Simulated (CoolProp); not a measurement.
A single-stage vapour-compression cycle with ethylene: evaporating at 215.15 K (dew point), condensing at 236.15 K (bubble point), superheat 10 K, subcooling 5 K, compressor efficiency 0.75, no pressure losses. Each further row changes one setting.

Model: reference Helmholtz-energy equation of state, Smukala 2000, in CoolProp.

```
case                              cooling COP  pressure ratio  discharge temperature (K)  refrigerating effect (kJ/kg)  volumetric capacity (kJ/m³)
--------------------------------  -----------  --------------  -------------------------  ----------------------------  ---------------------------
as stated                                   ?            1.96                      272.2                           374                         5160
evaporating temperature 220.15 K            ?            1.65                      265.3                           377                            ?
condensing temperature 231.15 K             ?               ?                          ?                           388                         5360
subcooling 10 K                          6.89            1.96                      272.2                           388                         5360
superheat 20 K                           6.51            1.96                          ?                           390                         5050
compressor efficiency 0.65               5.76            1.96                      277.2                           374                         5160
```

**Question.** Complete the blanks.

**Answer.** 
- as stated, cooling COP: 6.65
- evaporating temperature 220.15 K, cooling COP: 9.11
- evaporating temperature 220.15 K, volumetric capacity (kJ/m³): 6150
- condensing temperature 231.15 K, cooling COP: 8.99
- condensing temperature 231.15 K, pressure ratio: 1.69
- condensing temperature 231.15 K, discharge temperature (K): 261.4
- superheat 20 K, discharge temperature (K): 283.4
